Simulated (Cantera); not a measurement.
Feed: 1 mol SiH2Cl2, 0.16 mol C2H4, 370 mol H2, 0.033 mol C3H8, equilibrated at 0.480 bar.

Cantera equilibrium calculation (NASA polynomials, part measured and part estimated; ideal gas, pure solids and liquids). Candidate condensed phases: C, C6H6, C7H8, C8H18, Si, SiC; 109 gas species. Mutual solubility and eutectic melting of coexisting phases are not modelled. The tables' values for SiCl are old estimates; treat these amounts as uncertain. Gases not in the tables: Si2H6 and higher silanes. Equilibrium is a limit: real reactors are often held back by kinetics, nucleation or transport.

x: gas mole fraction; n: condensed amount in mol.

| T (K) | x H2 | x H | x HCl | x Si | x SiH2 | x SiH | x SiCl2 | n Si(s) | n SiC(s) | n Si(l) |
|---|---|---|---|---|---|---|---|---|---|---|
| 1523 | 0.995 | 3.33e-5 | 0.00519 | 3.76e-8 | 1.99e-6 | 7.58e-8 | 8.84e-5 | 0.549 | 0.416 | 0 |
| 1623 | 0.995 | 9.95e-5 | 0.00518 | 3.26e-7 | 6.43e-6 | 4.52e-7 | 9.42e-5 | 0.545 | 0.416 | 0 |
| 1723 | 0.994 | [?] | 0.00518 | [?] | [?] | [?] | 9.33e-5 | 0 | 0.416 | 0.540 |
| 1823 | 0.994 | 0.000623 | 0.00520 | 9.21e-6 | 3.49e-5 | 6.80e-6 | 8.15e-5 | 0 | 0.415 | 0.534 |
| 1923 | 0.993 | 0.00136 | 0.00521 | 3.53e-5 | 6.68e-5 | 2.00e-5 | 7.18e-5 | 0 | 0.414 | 0.510 |
| 2023 | 0.992 | 0.00273 | 0.00521 | 0.000119 | 0.000120 | 5.26e-5 | 6.39e-5 | 0 | 0.411 | 0.448 |
| 2123 | 0.989 | [?] | 0.00520 | [?] | [?] | [?] | [?] | 0 | 0.399 | [?] |
| 2223 | 0.984 | 0.00917 | 0.00517 | 0.000904 | 0.000308 | 0.000263 | 4.83e-5 | 0 | 0.358 | 0 |

What belongs in the gaps?


- 2123, x H: 0.00515
- 2123, x Si: 0.000354
- 2123, x SiH2: 0.000203
- 2123, x SiH: 0.000126
- 2123, x SiCl2: 5.71e-5
- 2123, n Si(l): 0.299
- 1723, x H: 0.000262
- 1723, x Si: 2.05e-6
- 1723, x SiH2: 1.69e-5
- 1723, x SiH: 2.04e-6
